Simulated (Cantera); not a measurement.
**Thermodynamics of silicon carbide growth, feed CH3SiCl3 + H2**

Charge: 1 mol CH3SiCl3, 32 mol H2, equilibrated at 0.120 bar.

Method: chemical equilibrium by Gibbs-energy minimisation in Cantera with the NASA 1993 tables (ideal gas, pure condensed phases). Candidate condensed phases: C, C6H6, C7H8, C8H18, Si, SiC; 109 gas species. The feed counts by its element totals alone. The tables' values for SiCl, SiCl3 are old estimates; treat these amounts as uncertain. Gases not in the tables: Si2H6 and higher silanes. Equilibrium is a limit: real reactors are often held back by kinetics, nucleation or transport.

```csv
T (K),x H2,x HCl,x H,x Si,x C2H2 (acetylene),x Cl,x SiCl2,x SiC2,n SiC(s),n C(graphite)
1498,0.914,0.0852,4.74e-5,6.97e-10,6.06e-6,3.57e-6,0.000212,<1e-12,0.992,0
1598,0.914,0.0851,0.000147,8.14e-9,2.46e-5,1.08e-5,0.000285,3.12e-11,0.989,0.00298
1698,0.914,0.0848,0.000399,8.03e-8,6.59e-5,2.88e-5,0.000415,6.22e-10,0.985,0.00644
1798,0.914,0.0844,0.000972,6.13e-7,0.000158,6.87e-5,0.000577,8.84e-9,0.979,0.00683
1898,0.913,0.0839,0.00216,3.77e-6,0.000343,0.000150,0.000771,9.44e-8,0.972,0.00156
1998,0.911,0.0830,0.00442,2.15e-5,0.000557,0.000300,0.00110,7.11e-7,0.959,0
2098,0.907,0.0816,0.00846,0.000104,0.000842,0.000561,0.00151,4.35e-6,0.939,0
2198,0.900,0.0799,0.0152,0.000426,0.00130,0.000986,0.00194,2.31e-5,0.905,0
2298,0.888,0.0778,0.0261,0.00145,0.00215,0.00164,0.00227,0.000112,0.833,0
2398,0.867,0.0751,0.0424,0.00415,0.00386,0.00262,0.00243,0.000510,0.666,0
2498,0.833,0.0714,0.0657,0.0104,0.00717,0.00398,0.00241,0.00215,0.250,0
```
x: gas mole fraction; n: condensed amount in mol.

At 1498 K the condensed part is SiC(s). From 1598 K to 1898 K the condensed part is C(graphite) + SiC(s). From 1998 K to 2498 K the condensed part is SiC(s). The main Si-bearing gas is SiCl2 at 1498 K and Si at 2498 K. The share of Si in condensed phases is highest at 1498 K (99.2 %) and lowest at 2498 K (25.0 %).
